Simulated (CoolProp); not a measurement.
Water at several states: density (kg/m³) from the reference equation and from simpler models built on Tc = 373.9 °C, pc = 22.06 MPa, ω = 0.344; each cubic takes its own stable root.

Model: reference Helmholtz-energy equation of state, Wagner 2002, in CoolProp.

```json
[
 {"T (°C)": "692.55", "p (MPa)": "0.0102", "phase": "gas", "reference": "0.02289", "ideal gas": "0.02289", "van der Waals": "0.02289", "Redlich-Kwong": "0.02289", "Peng-Robinson": "0.02289"},
 {"T (°C)": "643.65", "p (MPa)": "24.1", "phase": "supercritical", "reference": "___", "ideal gas": "56.96", "van der Waals": "___", "Redlich-Kwong": "___", "Peng-Robinson": "63.20"},
 {"T (°C)": "289.35", "p (MPa)": "2.34", "phase": "gas", "reference": "9.646", "ideal gas": "9.014", "van der Waals": "9.446", "Redlich-Kwong": "9.549", "Peng-Robinson": "9.643"}
]
```

Question: Fill in the missing entries.

Answer: 
- 643.65, reference: 62.88
- 643.65, van der Waals: 66.30
- 643.65, Redlich-Kwong: 65.08
